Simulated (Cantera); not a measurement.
An adiabatic, constant-pressure homogeneous reactor starts with CO : H₂ : CH₄ : O₂ : N₂ : CO₂ = 1 : 0.048 : 0.28 : 1.39 : 9.45 : 1.5 (molar parts), equivalence ratio 0.78, at 1650 K and 5.60 bar. Integrator tolerance rtol = 1e-08.

Cantera simulation using GRI-Mech 3.0 (53 species, 325 reactions); the numbers are that mechanism's predictions, not measurements.

Task: What does this change do: pressure from 5.60 bar to 12.0 bar?

Result: 
| quantity | before | after |
|---|---|---|
| time of steepest temperature rise | 62.3 µs | 36.4 µs |
| temperature at 1.00 s | 2453 K | 2476 K |
| equilibrium temperature | 2453 K | 2476 K |
| x(CO) at 1.00 s | 0.0147 (gas-phase equilibrium 0.0147) | 0.0119 (gas-phase equilibrium 0.0119) |
| x(H₂) at 1.00 s | 0.000543 (gas-phase equilibrium 0.000543) | 0.000430 (gas-phase equilibrium 0.000430) |
| x(CH₄) at 1.00 s | <1e-12 (gas-phase equilibrium <1e-12) | <1e-12 (gas-phase equilibrium <1e-12) |
| x(CH₂O) at 1.00 s | 1.79e-11 (gas-phase equilibrium 1.79e-11) | 2.45e-11 (gas-phase equilibrium 2.45e-11) |
| x(O) at 1.00 s | 0.000786 (gas-phase equilibrium 0.000786) | 0.000586 (gas-phase equilibrium 0.000586) |
| x(C₂H₄) at 1.00 s | <1e-12 (gas-phase equilibrium <1e-12) | <1e-12 (gas-phase equilibrium <1e-12) |
The pressure lies above the range GRI-Mech 3.0 was tuned for (to about 10 atm).

Task: What does this change do: pressure from 5.60 bar to 1.01 bar?

Result: 
```csv
quantity,before,after
time of steepest temperature rise,62.3 µs,0.248 ms
temperature at 1.00 s,2453 K,2393 K
equilibrium temperature,2453 K,2393 K
x(CO) at 1.00 s,0.0147 (gas-phase equilibrium 0.0147),0.0221 (gas-phase equilibrium 0.0221)
x(H₂) at 1.00 s,0.000543 (gas-phase equilibrium 0.000543),0.000858 (gas-phase equilibrium 0.000858)
x(CH₄) at 1.00 s,<1e-12 (gas-phase equilibrium <1e-12),<1e-12 (gas-phase equilibrium <1e-12)
x(CH₂O) at 1.00 s,1.79e-11 (gas-phase equilibrium 1.79e-11),7.72e-12 (gas-phase equilibrium 7.72e-12)
x(O) at 1.00 s,0.000786 (gas-phase equilibrium 0.000786),0.00144 (gas-phase equilibrium 0.00144)
x(C₂H₄) at 1.00 s,<1e-12 (gas-phase equilibrium <1e-12),<1e-12 (gas-phase equilibrium <1e-12)
```

Task: What does this change do: CH4 0.28 to 0.39 parts?

Result: 
```json
[
 {"quantity": "time of steepest temperature rise", "before": "62.3 µs", "after": "85.4 µs"},
 {"quantity": "temperature at 1.00 s", "before": "2453 K", "after": "2515 K"},
 {"quantity": "equilibrium temperature", "before": "2453 K", "after": "2515 K"},
 {"quantity": "x(CO) at 1.00 s", "before": "0.0147 (gas-phase equilibrium 0.0147)", "after": "0.0257 (gas-phase equilibrium 0.0257)"},
 {"quantity": "x(H₂) at 1.00 s", "before": "0.000543 (gas-phase equilibrium 0.000543)", "after": "0.00127 (gas-phase equilibrium 0.00127)"},
 {"quantity": "x(CH₄) at 1.00 s", "before": "<1e-12 (gas-phase equilibrium <1e-12)", "after": "<1e-12 (gas-phase equilibrium <1e-12)"},
 {"quantity": "x(CH₂O) at 1.00 s", "before": "1.79e-11 (gas-phase equilibrium 1.79e-11)", "after": "7.31e-11 (gas-phase equilibrium 7.31e-11)"},
 {"quantity": "x(O) at 1.00 s", "before": "0.000786 (gas-phase equilibrium 0.000786)", "after": "0.000827 (gas-phase equilibrium 0.000827)"},
 {"quantity": "x(C₂H₄) at 1.00 s", "before": "<1e-12 (gas-phase equilibrium <1e-12)", "after": "<1e-12 (gas-phase equilibrium <1e-12)"}
]
```
